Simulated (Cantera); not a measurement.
Input (Python, Cantera) and output of one run.

```python
import numpy as np
import cantera as ct

gas_names = [...]  # 114 gases of nasa_gas.yaml made of C, Fe, H, O
cond_names = """
    C(gr) C6H6(L) C7H8(L) C8H18(L),n-octa Fe(a) Fe(c) Fe(d) Fe(L) FeC5O5(L) FeO(s) FeO(L) Fe(OH)2(s)
    Fe(OH)3(s) Fe2O3(s) Fe3O4(s) H2O(s) H2O(L)
""".split()


# ... load() reads the species with a 1 bar reference pressure and builds the phases ...
atoms = {
    'Fe(CO)5': {'Fe': 1, 'C': 5, 'O': 5},
    'H2': {'H': 2},
}
top_T = {'C(gr)': 4500, 'Fe2O3(s)': 1830, 'Fe3O4(s)': 1870}  # K; cautious upper limits of use, not melting points


# ... equilibrate(T, P, feed) seeds the gas with the atoms and calls Mixture.equilibrate('TP', solver="vcs", rtol=1e-11, max_steps=5000) ...
results = []
feed = {'Fe(CO)5': 1, 'H2': 0.12}  # mol
T = 1373  # K
for P in [10, 42, 180, 750, 3200, 13000, 56000, 240000, 1000000]:
    mix = equilibrate(T, P, feed)
    results.append((T, P, feed, dict(zip(mix.species_names, mix.species_moles))))

top = {s: max(r[3][s] / sum(r[3][g] for g in gas_names) for r in results) for s in gas_names}
cols = sorted((s for s in top if top[s] > 0.0001), key=lambda s: -top[s])[:5]
seen = [c for c in cond_names if any(r[3].get(c, 0) > 1e-12 for r in results)]
print("log10 of partial pressures in bar; condensed amounts in mol")
print(f"{'P/Pa':>10s}" + "".join(f"{s[:9]:>10s}" for s in cols + seen))
for T, P, feed, n in results:
    ng = sum(n[g] for g in gas_names)
    print(f"{P:10.4g}" + "".join(f"{np.log10(max(n[s] / ng * P / 1e5, 1e-99)):10.3f}" for s in cols)
          + "".join(f"{n.get(c, 0):10.4g}" for c in seen))
```

Output:

```
log10 of partial pressures in bar; condensed amounts in mol
      P/Pa        CO        H2       CO2       H2O     C(gr)     Fe(c)
        10    -4.010    -5.631   -10.664   -11.971 7.489e-07    0.9996
        42    -3.387    -5.007    -9.417   -10.724 4.471e-06    0.9999
       180    -2.755    -4.375    -8.153    -9.460 2.053e-05         1
       750    -2.135    -3.755    -6.914    -8.220 8.683e-05         1
      3200    -1.505    -3.125    -5.654    -6.960 0.0003718         1
   1.3e+04    -0.896    -2.516    -4.436    -5.742  0.001511         1
   5.6e+04    -0.263    -1.883    -3.169    -4.475   0.00649         1
   2.4e+05     0.368    -1.252    -1.908    -3.215   0.02747         1
     1e+06     0.980    -0.641    -0.683    -1.990    0.1089         1
```

Equilibrium computed with Cantera from the NASA thermochemical tables; the gas is ideal and each condensed phase is pure. Condensed phases not in the tables: cementite and carbon dissolved in iron.
